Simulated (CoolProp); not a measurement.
Saturated liquid density (kg/m³) of propylene: the reference equation beside estimates from Tc = 364.2 K, pc = 4555 kPa, ω = 0.146. Rackett uses Z = 0.29056 − 0.08775 ω.

The numbers come from the reference Helmholtz-energy equation of state, Lemmon 2013 in CoolProp.

```json
[
 {"T (K)": "190.6", "reference": "651.7", "Rackett": "642.6", "van der Waals": "409.5", "Redlich-Kwong": "607.1", "Peng-Robinson": "688.8"},
 {"T (K)": "200.2", "reference": "640.5", "Rackett": "631.9", "van der Waals": "403.1", "Redlich-Kwong": "596.3", "Peng-Robinson": "678.3"},
 {"T (K)": "209.8", "reference": "629.2", "Rackett": "621.0", "van der Waals": "396.4", "Redlich-Kwong": "585.1", "Peng-Robinson": "667.2"},
 {"T (K)": "219.5", "reference": "617.5", "Rackett": "609.7", "van der Waals": "389.5", "Redlich-Kwong": "573.1", "Peng-Robinson": "655.3"},
 {"T (K)": "229.1", "reference": "605.6", "Rackett": "598.1", "van der Waals": "382.3", "Redlich-Kwong": "560.7", "Peng-Robinson": "642.7"},
 {"T (K)": "238.8", "reference": "593.3", "Rackett": "586.1", "van der Waals": "374.7", "Redlich-Kwong": "547.4", "Peng-Robinson": "629.2"},
 {"T (K)": "248.4", "reference": "580.8", "Rackett": "573.8", "van der Waals": "366.8", "Redlich-Kwong": "533.6", "Peng-Robinson": "614.9"},
 {"T (K)": "258.1", "reference": "567.6", "Rackett": "560.9", "van der Waals": "358.5", "Redlich-Kwong": "518.9", "Peng-Robinson": "599.4"},
 {"T (K)": "267.7", "reference": "554.1", "Rackett": "547.5", "van der Waals": "349.9", "Redlich-Kwong": "503.4", "Peng-Robinson": "583.0"},
 {"T (K)": "277.3", "reference": "539.9", "Rackett": "533.5", "van der Waals": "340.7", "Redlich-Kwong": "487.0", "Peng-Robinson": "565.2"},
 {"T (K)": "287", "reference": "524.8", "Rackett": "518.7", "van der Waals": "330.9", "Redlich-Kwong": "469.3", "Peng-Robinson": "545.7"},
 {"T (K)": "296.6", "reference": "508.9", "Rackett": "503.0", "van der Waals": "320.4", "Redlich-Kwong": "450.6", "Peng-Robinson": "524.7"},
 {"T (K)": "306.3", "reference": "491.7", "Rackett": "486.1", "van der Waals": "309.1", "Redlich-Kwong": "430.1", "Peng-Robinson": "501.3"}
]
```

Absolute difference from the reference over all 13 rows, mean and median: Rackett 1.2 and 1.2 %, van der Waals 37.0 and 36.9 %, Redlich-Kwong 8.7 and 8.1 %, Peng-Robinson 5.1 and 5.7 %.
